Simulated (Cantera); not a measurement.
Cantera run:

```python
import numpy as np
import cantera as ct

gas_names = """
    CL CL2 H HCL H2 N NH NH2 NH3 N2 N2H2 N2H4 Si SiCL SiCL2 SiCL3 SiCL4 SiH SiHCL3 SiH2 SiH2CL2 SiH3
    SiH3CL SiH4 SiN Si2 Si2N Si3
""".split()
cond_names = """
    NH4CL(a) NH4CL(b) Si(cr) Si(L) Si3N4(a)
""".split()


# ... load() reads the species with a 1 bar reference pressure and builds the phases ...
atoms = {
    'SiHCl3': {'Si': 1, 'H': 1, 'CL': 3},
    'NH3': {'N': 1, 'H': 3},
    'H2': {'H': 2},
}
top_T = {'Si3N4(a)': 2400}  # K; cautious upper limits of use, not melting points


# ... equilibrate(T, P, feed) seeds the gas with the atoms and calls Mixture.equilibrate('TP', solver="vcs", rtol=1e-11, max_steps=5000) ...
results = []
feed = {'SiHCl3': 1, 'NH3': 2.2, 'H2': 0.99}  # mol
for P in [5, 13, 36, 98, 260, 710, 1900, 5100, 14000, 37000, 100000]:
    for T in [1848, 1873, 1898, 1923, 1948, 1973, 1998, 2023, 2048, 2073]:
        mix = equilibrate(T, P, feed)
        results.append((T, P, feed, dict(zip(mix.species_names, mix.species_moles))))

for T, P, feed, n in results:
    print(f"{T:7g} {P:10.4g}  " + (" + ".join(c for c in cond_names if n.get(c, 0) > 1e-12) or "gas only"))
```

Result:

```
   1848          5  gas only
   1873          5  gas only
   1898          5  gas only
   1923          5  gas only
   1948          5  gas only
   1973          5  gas only
   1998          5  gas only
   2023          5  gas only
   2048          5  gas only
   2073          5  gas only
   1848         13  gas only
   1873         13  gas only
   1898         13  gas only
   1923         13  gas only
   1948         13  gas only
   1973         13  gas only
   1998         13  gas only
   2023         13  gas only
   2048         13  gas only
   2073         13  gas only
   1848         36  gas only
   1873         36  gas only
   1898         36  gas only
   1923         36  gas only
   1948         36  gas only
   1973         36  gas only
   1998         36  gas only
   2023         36  gas only
   2048         36  gas only
   2073         36  gas only
   1848         98  Si(L)
   1873         98  Si(L)
   1898         98  gas only
   1923         98  gas only
   1948         98  gas only
   1973         98  gas only
   1998         98  gas only
   2023         98  gas only
   2048         98  gas only
   2073         98  gas only
   1848        260  Si(L)
   1873        260  Si(L)
   1898        260  Si(L)
   1923        260  Si(L)
   1948        260  Si(L)
   1973        260  Si(L)
   1998        260  gas only
   2023        260  gas only
   2048        260  gas only
   2073        260  gas only
   1848        710  Si(L)
   1873        710  Si(L)
   1898        710  Si(L)
   1923        710  Si(L)
   1948        710  Si(L)
   1973        710  Si(L)
   1998        710  Si(L)
   2023        710  Si(L)
   2048        710  Si(L)
   2073        710  Si(L)
   1848       1900  Si(L)
   1873       1900  Si(L)
   1898       1900  Si(L)
   1923       1900  Si(L)
   1948       1900  Si(L)
   1973       1900  Si(L)
   1998       1900  Si(L)
   2023       1900  Si(L)
   2048       1900  Si(L)
   2073       1900  Si(L)
   1848       5100  Si(L)
   1873       5100  Si(L)
   1898       5100  Si(L)
   1923       5100  Si(L)
   1948       5100  Si(L)
   1973       5100  Si(L)
   1998       5100  Si(L)
   2023       5100  Si(L)
   2048       5100  Si(L)
   2073       5100  Si(L)
   1848    1.4e+04  Si3N4(a)
   1873    1.4e+04  Si(L)
   1898    1.4e+04  Si(L)
   1923    1.4e+04  Si(L)
   1948    1.4e+04  Si(L)
   1973    1.4e+04  Si(L)
   1998    1.4e+04  Si(L)
   2023    1.4e+04  Si(L)
   2048    1.4e+04  Si(L)
   2073    1.4e+04  Si(L)
   1848    3.7e+04  Si3N4(a)
   1873    3.7e+04  Si3N4(a)
   1898    3.7e+04  Si3N4(a)
   1923    3.7e+04  Si(L)
   1948    3.7e+04  Si(L)
   1973    3.7e+04  Si(L)
   1998    3.7e+04  Si(L)
   2023    3.7e+04  Si(L)
   2048    3.7e+04  Si(L)
   2073    3.7e+04  Si(L)
   1848      1e+05  Si3N4(a)
   1873      1e+05  Si3N4(a)
   1898      1e+05  Si3N4(a)
   1923      1e+05  Si3N4(a)
   1948      1e+05  Si3N4(a)
   1973      1e+05  Si3N4(a)
   1998      1e+05  Si(L)
   2023      1e+05  Si(L)
   2048      1e+05  Si(L)
   2073      1e+05  Si(L)
```

Equilibrium computed with Cantera from the NASA thermochemical tables; the gas is ideal and each condensed phase is pure. The tables' values for SiCl3 are old estimates.
